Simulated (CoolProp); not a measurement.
Vapour-liquid equilibrium of n-heptane (1) + toluene (2) at 2.98 bar; x and y are mole fractions of (1).

Model: multi-fluid Helmholtz-energy mixture model, Span 2003 and Lemmon 2006; pair parameters Bell 2016, in CoolProp.

Task: Give the bubble temperature and the first vapour's composition at x = 0.05, 0.275, 0.575. Is there an azeotrope?

Result: x = 0.05: 151.9 °C, y = 0.080; x = 0.275: 146.7 °C, y = 0.355; x = 0.575: 142.7 °C, y = 0.629. No azeotrope shows between x = 0.05 and 0.95.

Pair parameters are fitted to limited data, so mixtures are less certain than the pure fluids.
